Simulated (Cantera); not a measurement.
Cantera run, input and output.

```python
import numpy as np
import cantera as ct

gas = ct.Solution("h2o2.yaml")
gas.TPX = 350, 140000, {'H2': 1, 'O2': 0.417, 'N2': 1.57, 'H2O': 0.079}
inlet = ct.Reservoir(gas, clone=True)
gas.equilibrate("HP")  # start burning
reactor = ct.IdealGasConstPressureReactor(gas, energy="on", clone=False)
exhaust = ct.Reservoir(gas, clone=True)
tau = [0.044, 0.024, 0.013, 0.0074, 0.0041, 0.0023, 0.0013, 0.0007, 0.00039, 0.00022, 0.00012, 6.7e-05][0]
for a, b in ((inlet, reactor), (reactor, exhaust)):
    ct.MassFlowController(a, b, mdot=lambda t: reactor.mass / tau)
net = ct.ReactorNet([reactor])
show = ['H2', 'O2', 'H2O', 'O', 'HO2', 'H2O2']

rows = []
print(f"{'tau/s':>10s}{'T/K':>9s}" + "".join(f"{s:>11s}" for s in show))
for tau in [0.044, 0.024, 0.013, 0.0074, 0.0041, 0.0023, 0.0013, 0.0007, 0.00039, 0.00022, 0.00012, 6.7e-05]:
    net.initial_time = 0.0
    net.advance(30 * tau)
    before = gas.X
    net.advance(40 * tau)
    drift = np.max(np.abs(gas.X - before) / (gas.X + 1e-9))
    rows.append([gas.T, *gas[show].X, drift])
    print(f"{tau:10.3e}{gas.T:9.1f}" + "".join(f"{x:11.3e}" for x in gas[show].X))
```

Output:

```
     tau/s      T/K         H2         O2        H2O          O        HO2       H2O2
 4.400e-02   2337.0  6.304e-02  3.261e-04  3.392e-01  1.287e-04  1.892e-07  4.350e-08
 2.400e-02   2328.4  6.322e-02  4.443e-04  3.382e-01  1.723e-04  2.702e-07  5.540e-08
 1.300e-02   2315.6  6.351e-02  6.390e-04  3.367e-01  2.467e-04  4.114e-07  7.340e-08
 7.400e-03   2299.0  6.392e-02  9.171e-04  3.347e-01  3.570e-04  6.215e-07  9.628e-08
 4.100e-03   2275.3  6.456e-02  1.355e-03  3.320e-01  5.371e-04  9.607e-07  1.277e-07
 2.300e-03   2244.3  6.544e-02  1.980e-03  3.284e-01  8.059e-04  1.455e-06  1.670e-07
 1.300e-03   2204.5  6.660e-02  2.847e-03  3.239e-01  1.195e-03  2.156e-06  2.167e-07
 7.000e-04   2149.1  6.817e-02  4.127e-03  3.178e-01  1.796e-03  3.243e-06  2.897e-07
 3.900e-04   2083.7  6.988e-02  5.706e-03  3.109e-01  2.563e-03  4.695e-06  3.901e-07
 2.200e-04   2007.0  7.165e-02  7.623e-03  3.032e-01  3.500e-03  6.664e-06  5.420e-07
 1.200e-04   1912.5  7.355e-02  1.009e-02  2.943e-01  4.646e-03  9.571e-06  8.098e-07
 6.700e-05   1810.1  7.555e-02  1.300e-02  2.849e-01  5.785e-03  1.355e-05  1.257e-06
```

Model: the H2/O2 subset of GRI-Mech 3.0, which has no nitrogen chemistry, integrated in Cantera.
